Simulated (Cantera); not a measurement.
An adiabatic, constant-volume homogeneous reactor starts with 10.7 % CH₄, 3.85 % H₂, 18.0 % O₂, 67.5 % N₂, equivalence ratio 1.3, at 1623 K and 0.207 atm.

Model: GRI-Mech 3.0 (53 species, 325 reactions), integrated in Cantera.

Predict: time of steepest temperature rise; temperature at 0.700 s; equilibrium temperature; x(H₂) at 0.700 s; x(O₂) at 0.700 s; x(OH) at 0.700 s.


- time of steepest temperature rise = 0.634 ms
- temperature at 0.700 s = 2820 K
- equilibrium temperature = 2820 K
- x(H₂) at 0.700 s = 0.0567 (gas-phase equilibrium 0.0567)
- x(O₂) at 0.700 s = 0.00932 (gas-phase equilibrium 0.00932)
- x(OH) at 0.700 s = 0.0245 (gas-phase equilibrium 0.0245)
